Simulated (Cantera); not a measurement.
A perfectly stirred reactor is fed with H₂ : O₂ = 0.011 : 1 (molar parts), equivalence ratio 0.0055, at 0.0190 bar; it is held at 1200 K, and followed from long to short residence time.

Cantera simulation using the H2/O2 subset of GRI-Mech 3.0, which has no nitrogen chemistry; the numbers are that mechanism's predictions, not measurements. Radical loss at walls, strong at low pressure, is not modelled.

### Question
What does this change do: temperature 1200 to 1375 K?

### Answer
```json
[
 {"quantity": "x(H₂) at τ = 1.60 s", "before": "3.29e-5", "after": "1.93e-5"},
 {"quantity": "x(O₂) at τ = 1.60 s", "before": "0.988", "after": "0.987"},
 {"quantity": "x(H₂O) at τ = 1.60 s", "before": "0.0107", "after": "0.0106"},
 {"quantity": "x(O) at τ = 1.60 s", "before": "0.00111", "after": "0.00184"},
 {"quantity": "x(HO₂) at τ = 1.60 s", "before": "5.06e-7", "after": "2.91e-7"},
 {"quantity": "x(H₂) at τ = 33.0 ms", "before": "0.000346", "after": "0.000187"},
 {"quantity": "x(O₂) at τ = 33.0 ms", "before": "0.982", "after": "0.980"},
 {"quantity": "x(H₂O) at τ = 33.0 ms", "before": "0.00989", "after": "0.00986"},
 {"quantity": "x(O) at τ = 33.0 ms", "before": "0.00617", "after": "0.00784"},
 {"quantity": "x(HO₂) at τ = 33.0 ms", "before": "1.46e-6", "after": "6.93e-7"}
]
```
